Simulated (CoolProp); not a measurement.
The fluid at 293.15 K and 0.0167 MPa is compressed adiabatically to 0.0825 MPa with isentropic efficiency 0.85. The same conditions are run with several fluids, on thermodynamics alone (safety and materials aside).

Computed with CoolProp (reference Helmholtz-energy equation of state of each fluid (cis-2-butene: Lemmon 2005; carbon monoxide: Lemmon 2006; R13: Platzer 1990; R113: Marx 1992; vinyl chloride: Thol 2022)). The equations of Platzer and Polt are older, rougher fits.

```
fluid            work (kJ/kg)  final temperature (K)  final density (kg/m³)
---------------  ------------  ---------------------  ---------------------
cis-2-butene              ___                  351.5                   1.61
carbon monoxide           207                  490.7                  0.566
R13                       ___                  365.1                   2.85
R113                      ___                    ___                   5.75
vinyl chloride            ___                  382.3                   1.63
```

Q: Some entries are withheld; supply them.

A: 
- cis-2-butene, work (kJ/kg): 87.8
- R13, work (kJ/kg): 48.3
- R113, work (kJ/kg): 25.4
- R113, final temperature (K): 333.0
- vinyl chloride, work (kJ/kg): 82.3
